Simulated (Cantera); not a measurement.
An adiabatic, constant-pressure homogeneous reactor starts with 19.5 % CH4, 16.9 % O2, 63.6 % N2, equivalence ratio 2.3, at 1448 K and 2.17 atm.

Detailed kinetics in Cantera: GRI-Mech 3.0 (53 species, 325 reactions).

Problem. Predict: time of steepest temperature rise; temperature at 3.00 s; equilibrium temperature; x(O2) at 3.00 s; x(O) at 3.00 s; x(NO) at 3.00 s; x(HCN) at 3.00 s.

Solution. 
- time of steepest temperature rise = 1.70 ms
- temperature at 3.00 s = 2331 K
- equilibrium temperature = 2331 K
- x(O2) at 3.00 s = 6.90e-7 (gas-phase equilibrium 6.90e-7)
- x(O) at 3.00 s = 3.35e-6 (gas-phase equilibrium 3.35e-6)
- x(NO) at 3.00 s = 2.47e-5 (gas-phase equilibrium 2.47e-5)
- x(HCN) at 3.00 s = 4.57e-7 (gas-phase equilibrium 4.57e-7)
